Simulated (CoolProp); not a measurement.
100 sccm (0 °C, 1 atm) of nitrogen bubbles through liquid ethanol at 291.7 K and leaves saturated at a total pressure of 0.139 MPa (ideal gas phase). Each further row changes one setting.

The numbers come from the reference Helmholtz-energy equation of state, Schroeder 2014 in CoolProp.

| case | vapour pressure (kPa) | mole fraction of vapour | delivery (mg/min) | delivery (sccm) | change of delivery for a bath 1 K warmer (%) |
|---|---|---|---|---|---|
| as stated | 5.38 | 0.0387 | ? | 4.03 | 6.5 |
| bath temperature 296.7 K | 7.25 | 0.0522 | ? | 5.50 | ? |
| total pressure 0.278 MPa | 5.38 | 0.0194 | 4.06 | 1.97 | 6.4 |

### Question
Fill in the missing entries.

### Answer

- as stated, delivery (mg/min): 8.28
- bath temperature 296.7 K, delivery (mg/min): 11.3
- bath temperature 296.7 K, change of delivery for a bath 1 K warmer (%): 6.3
